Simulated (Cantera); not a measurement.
An isothermal, constant-pressure homogeneous reactor starts with CO : O2 : H2O : N2 : CH4 = 0.018 : 0.0024 : 0.0024 : 1 : 0.083 (molar parts), at 1223 K and 2.80 bar.

Cantera simulation using GRI-Mech 3.0 (53 species, 325 reactions); the numbers are that mechanism's predictions, not measurements. GRI-Mech 3.0 stops at C3 and has no aromatics, soot or wall deposition, so with more carbon than oxygen in the feed, carbon stays in small species such as C2H2 where larger ones or solid carbon would form.

x: mole fraction; the columns are a selection and need not sum to one.

```
t (s)       x CO     x O2    x H2O    x NO  x CO2    x H2O2       x H
--------  ------  -------  -------  ------  -----  --------  --------
0.000600  0.0163  0.00217  0.00217  <1e-12    [?]  5.21e-10  2.83e-11
0.00148   0.0163  0.00217  0.00217  <1e-12    [?]  5.30e-10  3.01e-11
0.00364   0.0163  0.00217  0.00217  <1e-12    [?]  5.07e-10  3.39e-11
0.00896   0.0163  0.00217  0.00217  <1e-12    [?]  4.95e-10  3.75e-11
0.0221    0.0163  0.00217  0.00217  <1e-12    [?]  4.99e-10  3.94e-11
0.0544    0.0163  0.00217  0.00217  <1e-12    [?]  5.11e-10  4.38e-11
0.134     0.0163  0.00216  0.00218  <1e-12    [?]  5.39e-10  5.54e-11
0.330     0.0163  0.00215  0.00220  <1e-12    [?]  5.94e-10  8.78e-11
0.812     0.0163  0.00210  0.00225  <1e-12    [?]  6.56e-10  1.86e-10
2.00      0.0163  0.00196  0.00239  <1e-12    [?]  7.02e-10  5.31e-10
```

Task: Complete the blanks.

Result: 
- 0.000600, x CO2: 1.43e-8
- 0.00148, x CO2: 4.03e-8
- 0.00364, x CO2: 1.04e-7
- 0.00896, x CO2: 2.61e-7
- 0.0221, x CO2: 6.51e-7
- 0.0544, x CO2: 1.62e-6
- 0.134, x CO2: 4.09e-6
- 0.330, x CO2: 1.06e-5
- 0.812, x CO2: 2.80e-5
- 2.00, x CO2: 7.48e-5
